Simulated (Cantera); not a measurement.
# Equilibrium for boron, boron nitride and boron oxide: B2O3 + H2 + N2 + HF

Charge: 1 mol B2O3, 48 mol H2, 76 mol N2, 0.00058 mol HF, equilibrated at 0.00133 bar.

Equilibrium computed with Cantera from the NASA thermochemical tables; the gas is ideal and each condensed phase is pure. Candidate condensed phases: B, BN, B2O3, B3O3H3, H2O; 62 gas species. Kinetics and transport are ignored.

```tsv
T (K)	log p N2	log p H2	log p H	log p BO	log p HBO2
1773	-3.09	-3.30	-5.20	-5.80	-5.17
1823	-3.09	-3.30	-5.02	-5.65	-5.17
1873	-3.09	-3.31	-4.84	-5.51	-5.18
1923	-3.10	-3.31	-4.68	-5.38	-5.18
1973	-3.10	-3.32	-4.53	-5.27	-5.20
2023	-3.10	-3.32	-4.38	-5.17	-5.22
2073	-3.10	-3.34	-4.25	-5.09	-5.26
2123	-3.11	-3.35	-4.12	-5.02	-5.30
2173	-3.11	-3.37	-4.00	-4.96	-5.35
2223	-3.12	-3.39	-3.89	-4.92	-5.42
```
log p: log10 of the partial pressure in bar; nothing condenses.

From 1773 K to 2223 K nothing is condensed. The main B-bearing gas is HBO2 at 1773 K and BO at 2223 K.
